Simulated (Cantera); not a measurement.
Feed: 1 mol Si3N4, 6.1 mol Cl2, 21 mol H2, at 1348 K.

Equilibrium computed with Cantera from the NASA thermochemical tables; the gas is ideal and each condensed phase is pure. Candidate condensed phases: NH4Cl, Si, Si3N4; 28 gas species. Equilibrium is a limit: real reactors are often held back by kinetics, nucleation or transport.

Q: Which condensed phases are stable at each of these points (P (Pa)): 1, 5.20, 27, 140, 720, 3700, 19000, 100000?

A: 
| P (Pa) | condensed phases | Si condensed (%) |
|---|---|---|
| 1 | gas only | 0.0 |
| 5.20 | gas only | 0.0 |
| 27 | Si3N4(s) | 23.7 |
| 140 | Si3N4(s) | 48.1 |
| 720 | Si3N4(s) | 63.7 |
| 3700 | Si3N4(s) | 69.9 |
| 19000 | Si3N4(s) | 69.7 |
| 100000 | Si3N4(s) | 66.4 |

From 0.00750 Torr to 0.0390 Torr nothing is condensed. From 0.203 Torr to 750 Torr the condensed part is Si3N4(s).
